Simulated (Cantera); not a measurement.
Input: 1 mol H₂S, 0.035 mol O₂, a varied amount of SO₂, held at 948.15 K and 45.0 bar.

Equilibrium computed with Cantera from the NASA thermochemical tables; the gas is ideal and each condensed phase is pure. Candidate condensed phases: H₂O, H₂SO₄, S; 19 gas species. The ideal-gas law is rough above about 30 bar. Gases not in the tables: S₃ to S₇. Rates play no part.

Problem. At 0.069 mol SO₂, list the 5 most abundant gas species with their mole fractions, and the condensed phases.

Solution. H₂S 0.734, H₂O 0.189, S₂ 0.0558, S₈ 0.0176, H₂ 0.00189. Condensed: gas only.
